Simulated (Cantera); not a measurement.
Cantera run:

```python
import numpy as np
import cantera as ct

gas_names = """
    C CO CO2 C2 C2O C3 C3O2 C4 C5 O O2 O3 Ti TiO TiO2
""".split()
cond_names = """
    C(gr) Ti(a) Ti(b) Ti(L) TiC(s) TiC(L) TiO(a) TiO(b) TiO(L) TiO2(ru) TiO2(L) Ti2O3(a) Ti2O3(b)
    Ti2O3(L) Ti3O5(a) Ti3O5(b) Ti3O5(L) Ti4O7(s) Ti4O7(L)
""".split()


# ... load() reads the species with a 1 bar reference pressure and builds the phases ...
atoms = {
    'Ti': {'Ti': 1},
    'CO': {'C': 1, 'O': 1},
}
top_T = {'C(gr)': 4500}  # K; cautious upper limits of use, not melting points


# ... equilibrate(T, P, feed) seeds the gas with the atoms and calls Mixture.equilibrate('TP', solver="vcs", rtol=1e-11, max_steps=5000) ...
results = []
feed = {'Ti': 1, 'CO': 3.5}  # mol
T = 675  # K
P = 1000  # Pa
mix = equilibrate(T, P, feed)
results.append((T, P, feed, dict(zip(mix.species_names, mix.species_moles))))
print(gas.report(threshold=1e-05))
for i in range(1, mix.n_phases):
    print(f"{mix.phase(i).name:16s} {mix.phase_moles(i):12.5e} mol")
```

It prints:

```
       temperature   675 K
          pressure   1000 Pa
           density   0.0075942 kg/m^3
  mean mol. weight   42.621 kg/kmol
   phase of matter   gas

                          1 kg             1 kmol
                     ---------------   ---------------
          enthalpy       -8.2798e+06       -3.5289e+08  J
   internal energy       -8.4115e+06        -3.585e+08  J
           entropy            6741.9        2.8734e+05  J/K
    Gibbs function       -1.2831e+07       -5.4685e+08  J
 heat capacity c_p            1114.5             47501  J/K
 heat capacity c_v            919.42             39186  J/K

                      mass frac. Y      mole frac. X     chem. pot. / RT
                     ---------------   ---------------   ---------------
                CO          0.057023          0.086767           -51.434
               CO2           0.94298           0.91323           -101.81
     [  +13 minor]         6.169e-21        3.8648e-21

C(gr)             2.71599e+00 mol
Ti(a)             0.00000e+00 mol
TiC(s)            0.00000e+00 mol
TiO(a)            0.00000e+00 mol
TiO2(ru)          1.00000e+00 mol
Ti2O3(b)          0.00000e+00 mol
Ti3O5(b)          0.00000e+00 mol
Ti4O7(s)          0.00000e+00 mol
```

Method: chemical equilibrium by Gibbs-energy minimisation in Cantera with the NASA 1993 tables (ideal gas, pure condensed phases).
